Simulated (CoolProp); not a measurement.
Saturated liquid density (kg/m³) of decamethylcyclopentasiloxane (D5): the reference equation beside estimates from Tc = 618.3 K, pc = 1078 kPa, ω = 0.631. Rackett uses Z = 0.29056 − 0.08775 ω.

Computed with CoolProp (reference Helmholtz-energy equation of state, Thol 2019).

| T (K) | reference | Rackett | van der Waals | Redlich-Kwong | Soave-Redlich-Kwong | Peng-Robinson |
|---|---|---|---|---|---|---|
| 472.4 | 758.4 | 861.4 | 417.2 | 596.0 | 661.3 | 748.4 |
| 474.5 | 755.7 | 858.0 | 415.7 | 593.3 | 658.7 | 745.5 |
| 476.6 | 753.0 | 854.6 | 414.2 | 590.5 | 656.0 | 742.5 |
| 478.7 | 750.2 | 851.1 | 412.6 | 587.8 | 653.3 | 739.5 |
| 480.7 | 747.6 | 847.8 | 411.2 | 585.1 | 650.6 | 736.6 |
| 482.8 | 744.8 | 844.3 | 409.6 | 582.3 | 647.9 | 733.5 |
| 484.9 | 742.0 | 840.8 | 408.1 | 579.5 | 645.0 | 730.4 |
| 487 | 739.2 | 837.3 | 406.5 | 576.6 | 642.2 | 727.2 |
| 489.1 | 736.4 | 833.7 | 404.9 | 573.8 | 639.3 | 724.0 |
| 491.2 | 733.6 | 830.1 | 403.3 | 570.9 | 636.3 | 720.8 |
| 493.3 | 730.7 | 826.5 | 401.6 | 567.9 | 633.4 | 717.5 |
| 495.4 | 727.8 | 822.8 | 400.0 | 565.0 | 630.3 | 714.1 |
| 497.4 | 725.0 | 819.3 | 398.4 | 562.1 | 627.4 | 710.9 |
| 499.5 | 722.0 | 815.6 | 396.7 | 559.1 | 624.3 | 707.4 |

Absolute difference from the reference over all 14 rows, mean and median: Rackett 13.3 and 13.3 %, van der Waals 45.0 and 45.0 %, Redlich-Kwong 22.0 and 21.9 %, Soave-Redlich-Kwong 13.1 and 13.1 %, Peng-Robinson 1.6 and 1.6 %.
